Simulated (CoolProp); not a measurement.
Computed with CoolProp (reference Helmholtz-energy equation of state, Zhou 2016).

### Question
For R245ca, give the phase and the Z, cv (kJ/(kg K)), Joule-Thomson coefficient (K/MPa), isothermal compressibility (1/MPa) at -12.85 °C and 5000 kPa; -12.85 °C and 8750 kPa.

### Answer
- -12.85 °C and 5000 kPa: liquid; Z 0.208, cv 0.960, Joule-Thomson coefficient -0.306, isothermal compressibility 0.00110
- -12.85 °C and 8750 kPa: liquid; Z 0.363, cv 0.963, Joule-Thomson coefficient -0.311, isothermal compressibility 0.00106
